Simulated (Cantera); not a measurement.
Feed: 1 mol Fe2O3, 3.4 mol HCl, 0.5 mol O2, held at 8.40 Pa.

Equilibrium computed with Cantera from the NASA thermochemical tables; the gas is ideal and each condensed phase is pure. Candidate condensed phases: Fe, FeCl2, FeCl3, FeO, Fe(OH)2, Fe(OH)3, Fe2O3, Fe3O4, H2O; 22 gas species. Condensed phases not in the tables: FeOCl. Rates play no part.

Task: What share of the Fe ends up in condensed phases as a function of T (K), at 723, 798, 873, 948, 1023, 1098, 1173?

Result: 
```csv
T (K),Fe condensed (%),as
723,100.0,Fe2O3(s)
798,100.0,Fe2O3(s)
873,100.0,Fe2O3(s)
948,99.8,Fe2O3(s)
1023,99.3,Fe2O3(s)
1098,97.5,Fe2O3(s)
1173,94.1,Fe2O3(s)
```
